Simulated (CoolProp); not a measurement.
Vapour-liquid equilibrium of R22 (1) + n-hexane (2) at 236.6 K; x and y are mole fractions of (1).

Model: multi-fluid Helmholtz-energy mixture model, Kamei 1995 and Thol 2019; pair parameters Bell 2016, in CoolProp.

Problem. Give the bubble pressure and the first vapour's composition at x = 0.05, 0.15, 0.45. Is there an azeotrope?

Solution. x = 0.05: 0.01258 MPa, y = 0.955; x = 0.15: 0.03440 MPa, y = 0.985; x = 0.45: 0.07672 MPa, y = 0.995. No azeotrope shows between x = 0.05 and 0.95.

Pair parameters are fitted to limited data, so mixtures are less certain than the pure fluids. With so large a gap from Raoult's law the liquid may split in two, which this calculation doesn't test in full.
